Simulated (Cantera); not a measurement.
Diamond growth

A diamond (100) surface in a fixed gas of H2 with x(CH4) = 0.0066, x(H) = 0.00024, x(CH3) = 0.00041, at 1350 K; coverages are run to steady state.

Detailed kinetics in Cantera: the Harris–Goodwin 1993 mechanism for the reconstructed diamond (100) surface.

```tsv
P (Pa)	growth (µm/h)	θ c6HH	θ c6H*	θ c6*H	θ c6**	θ c6HM
1200	0.0203	0.551	0.0403	0.397	0.0104	4.30e-5
1800	0.0432	0.552	0.0402	0.396	0.0103	6.50e-5
2800	0.0956	0.552	0.0401	0.396	0.0102	0.000102
4400	0.208	0.552	0.0401	0.395	0.0101	0.000163
6800	0.425	0.552	0.0401	0.395	0.0100	0.000255
11000	0.892	0.552	0.0400	0.394	0.00990	0.000419
16000	1.54	0.551	0.0400	0.394	0.00981	0.000616
25000	2.88	0.551	0.0399	0.394	0.00970	0.000973
```
θ: site fractions in the mechanism's names (c6HH fully hydrogenated, c6H* and c6*H radical sites, c6** diradical, c6HM methylated).
